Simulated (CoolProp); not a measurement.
m-xylene at several states: density (kg/m³) from the reference equation and from simpler models built on Tc = 343.7 °C, pc = 3.535 MPa, ω = 0.326; each cubic takes its own stable root.

Values from CoolProp's reference Helmholtz-energy equation of state, Zhou 2012.

```
T (°C)  p (MPa)   phase  reference
------  -------  ------  ---------
312.85     2.77  liquid      511.0
127.95   0.0279     gas     0.8996
154.45   0.0764     gas      2.347
```

Task: How far does each simpler model (van der Waals, Redlich-Kwong) lie from the reference over these 3 states: mean and median of the absolute difference, and the worst?

Result: 
- van der Waals: mean 27.3 %, median 1.3 %, worst -80.1 % at 312.85 °C and 2.77 MPa
- Redlich-Kwong: mean 9.2 %, median 0.7 %, worst -26.5 % at 312.85 °C and 2.77 MPa

At some of these states van der Waals gives the other phase, because its saturation line lies elsewhere.
